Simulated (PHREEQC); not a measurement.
A solution holds 53 mmol/kgw NaHSO4, 0.13 mmol/kgw NaOH and 0.26 mmol/kgw KCl, at 35 °C. Closed to the air; pH follows from the charge balance.

The numbers come from PHREEQC with the ion-association model, wateq4f.dat.

This is a speciation only: nothing precipitates in the calculation.

### Question
What pH, ionic strength does the model give?

### Answer
pH 1.68; ionic strength 0.0993 mol/kgw.

### Question
In which forms is K present?

### Answer
K+ 94 %, KSO4- 6.4 % of the K.
